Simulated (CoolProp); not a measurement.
R404A along the isobar 1820 kPa: Z from the reference equation and from simpler models built on Tc = 345.3 K, pc = 3735 kPa, ω = 0.293; each cubic takes its own stable root.

The numbers come from the reference Helmholtz-energy equation of state, Lemmon 2003 in CoolProp. It is a pseudo-pure fit of the blend.

```json
[
 {"T (K)": "293.9", "phase": "liquid", "reference": "0.06788"},
 {"T (K)": "340.4", "phase": "gas", "reference": "0.7843"},
 {"T (K)": "352", "phase": "gas", "reference": "0.8140"},
 {"T (K)": "363.6", "phase": "gas", "reference": "0.8379"},
 {"T (K)": "375.3", "phase": "gas", "reference": "0.8578"},
 {"T (K)": "386.9", "phase": "gas", "reference": "0.8744"},
 {"T (K)": "398.5", "phase": "gas", "reference": "0.8885"},
 {"T (K)": "410.1", "phase": "gas", "reference": "0.9007"}
]
```

How far does each simpler model (van der Waals, Soave-Redlich-Kwong, Peng-Robinson) lie from the reference over these 8 states: mean and median of the absolute difference, and the worst?


- van der Waals: mean 120.6 %, median 1.7 %, worst +951.9 % at 293.9 K and 1820 kPa
- Soave-Redlich-Kwong: mean 3.3 %, median 1.2 %, worst +18.0 % at 293.9 K and 1820 kPa
- Peng-Robinson: mean 1.1 %, median 0.7 %, worst +4.1 % at 293.9 K and 1820 kPa

At some of these states van der Waals gives the other phase, because its saturation line lies elsewhere.
